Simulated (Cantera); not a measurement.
Standard-state values (1 bar) from the NASA 1993 polynomials, evaluated with Cantera. Values are per mole of reaction as written; species without (g) are pure solids or liquids, kept so even where they would boil at 1 bar. The tables' values for SiF2 are old estimates.

F2(g) + SiO(g) = O(g) + SiF2(g)

| T (K) | ΔH° (kJ) | ΔS° (J/K) | ΔG° (kJ) | log10 K |
|---|---|---|---|---|
| 300 | … | … | … | … |
| 1325 | -233.4 | 10.8 | -247.7 | 9.76 |
| 1425 | -233.1 | 11.0 | -248.8 | 9.12 |
| 1525 | … | … | … | … |
| 1625 | … | … | … | … |
| 1725 | -232.3 | 11.5 | -252.2 | 7.64 |

Fill in the missing entries.


- 300, ΔH° (kJ): -238.3
- 300, ΔS° (J/K): 3.3
- 300, ΔG° (kJ): -239.3
- 300, log10 K: 41.66
- 1525, ΔH° (kJ): -232.8
- 1525, ΔS° (J/K): 11.2
- 1525, ΔG° (kJ): -249.9
- 1525, log10 K: 8.56
- 1625, ΔH° (kJ): -232.6
- 1625, ΔS° (J/K): 11.4
- 1625, ΔG° (kJ): -251.0
- 1625, log10 K: 8.07
